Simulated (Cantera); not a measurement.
What does this Cantera script print?

```python
import numpy as np
import cantera as ct

gas_names = [...]  # 151 gases of nasa_gas.yaml made of C, H, N, O, Si
cond_names = """
    C(gr) C6H6(L) C7H8(L) C8H18(L),n-octa H2O(s) H2O(L) Si(cr) Si(L) SiC(b) SiO2(Lqz) SiO2(hqz) SiO2(L)
    Si2N2O(s) Si3N4(a)
""".split()


# ... load() reads the species with a 1 bar reference pressure and builds the phases ...
atoms = {
    'SiO2': {'Si': 1, 'O': 2},
    'CH4': {'C': 1, 'H': 4},
    'N2': {'N': 2},
}
top_T = {'C(gr)': 4500, 'SiC(b)': 3050, 'Si2N2O(s)': 2100, 'Si3N4(a)': 2400}  # K; cautious upper limits of use, not melting points


# ... equilibrate(T, P, feed) seeds the gas with the atoms and calls Mixture.equilibrate('TP', solver="vcs", rtol=1e-11, max_steps=5000) ...
results = []
T = 2200  # K
P = 2700  # Pa
for m in [0.69, 1.2, 1.8, 2.3, 2.9, 3.4, 3.9, 4.5, 5, 5.6]:
    feed = {'SiO2': 1, 'CH4': m, 'N2': 0.91}  # mol
    mix = equilibrate(T, P, feed)
    results.append((T, P, feed, dict(zip(mix.species_names, mix.species_moles))))

top = {s: max(r[3][s] / sum(r[3][g] for g in gas_names) for r in results) for s in gas_names}
cols = sorted((s for s in top if top[s] > 0.0001), key=lambda s: -top[s])[:5]
seen = [c for c in cond_names if any(r[3].get(c, 0) > 1e-12 for r in results)]
print("log10 of partial pressures in bar; condensed amounts in mol")
print(f"{'n(CH4)':>10s}" + "".join(f"{s[:9]:>10s}" for s in cols + seen))
for T, P, feed, n in results:
    ng = sum(n[g] for g in gas_names)
    print(f"{feed['CH4']:10.4g}" + "".join(f"{np.log10(max(n[s] / ng * P / 1e5, 1e-99)):10.3f}" for s in cols)
          + "".join(f"{n.get(c, 0):10.4g}" for c in seen))
```

Result:

```
log10 of partial pressures in bar; condensed amounts in mol
    n(CH4)        H2       SiO        N2        CO       H2O     C(gr)    SiC(b)   SiO2(L)
      0.69    -2.113    -2.196    -2.206    -2.342    -2.833         0         0   0.06832
       1.2    -1.936    -2.365    -2.347    -2.250    -7.563         0   0.05854         0
       1.8    -1.846    -2.631    -2.435    -2.238    -7.601         0    0.3606         0
       2.3    -1.801    -2.928    -2.498    -2.231    -7.700         0    0.6131         0
       2.9    -1.764    -3.685    -2.568    -2.230    -8.041         0    0.9068         0
       3.4    -1.743    -4.116    -2.623    -2.268    -8.255    0.3589    0.9532         0
       3.9    -1.726    -4.159    -2.667    -2.311    -8.280      0.85    0.9513         0
       4.5    -1.709    -4.205    -2.715    -2.357    -8.310      1.44    0.9489         0
         5    -1.699    -4.240    -2.751    -2.392    -8.334     1.932     0.947         0
       5.6    -1.688    -4.279    -2.791    -2.431    -8.362     2.522    0.9446         0
```

Method: chemical equilibrium by Gibbs-energy minimisation in Cantera with the NASA 1993 tables (ideal gas, pure condensed phases). The tables' values for SiO2, SiN are old estimates; treat these amounts as uncertain. The tables hold silica as quartz up to 1696 K and as liquid above; real silica turns to tridymite and cristobalite and melts near 1996 K. Gases not in the tables: Si2H6 and higher silanes.
